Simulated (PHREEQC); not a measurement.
0.055 g of hydrous ferric oxide (600 m²/g; 0.2 weak and 0.005 strong sites per Fe, Dzombak-Morel constants, diffuse double layer) in 1 kg of water with 0.001 mol/kgw of an inert sodium salt and 1.1e-05 mol NiCl2, at 25 °C; the pH is set by adding NaOH or the inert anion's acid. Oxygen is held at 0.21 atm. CO2 from the air is kept out. Precipitation was switched off in this run.

Base run: PHREEQC, ion-association model, wateq4f.dat. Each further column changes one thing. The table gives surface potential ψ (mV).

```
pH  base  background salt from 0.001 to 0.0001 mol/kgw  oxide from 0.055 to 0.28 g/kgw
--  ----  --------------------------------------------  ------------------------------
4    210                                           223                             209
5    169                                           177                             169
6    119                                           123                             119
7     67                                            69                              66
8     16                                            16                               8
9    -41                                           -42                             -49
10   -97                                           -99                            -105
11  -146                                          -149                            -153
12  -169                                          -170                            -175
```

In at least one series the solution becomes supersaturated in solids that the run did not let form, among them Ni(OH)2.
